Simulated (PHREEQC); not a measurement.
Consider water at 25 °C with 0.0074 mol/kgw HF, 0.027 mol/kgw ZnSO4 and 0.0013 mol/kgw KCl. Closed to the air; pH follows from the charge balance.

Equilibrium calculation in PHREEQC: ion-association model, wateq4f.dat.

Question: The ionic strength comes out as 0.0659 mol/kgw. What activity coefficients do HF2-, ZnF+, HSO4-, ZnCl+, Zn+2 get?

Answer: HF2- 0.79, ZnF+ 0.81, HSO4- 0.80, ZnCl+ 0.80, Zn+2 0.45.

Precipitation was switched off in this run.
